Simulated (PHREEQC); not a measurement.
0.016 g of hydrous ferric oxide (600 m²/g; 0.2 weak and 0.005 strong sites per Fe, Dzombak-Morel constants, diffuse double layer) in 1 kg of water with 0.3 mol/kgw of an inert sodium salt and 1.5e-06 mol/kgw H3BO3 and 2.6e-07 mol/kgw Ag2SO4, at 25 °C; the pH is set by adding NaOH or the inert anion's acid. O2 is buffered at 0.21 atm. The system is closed to CO2. Precipitation was switched off in this run.

The series has 17 steps of pH, from 3 to 9.

Equilibrium calculation in PHREEQC: ion-association model, wateq4f.dat.

Q: Near which pH is half of the Ag sorbed, and on which side is more sorbed?

A: Near pH 8.2, with more sorbed at higher pH.

The oxide is taken as insoluble; below pH 4 it would dissolve.
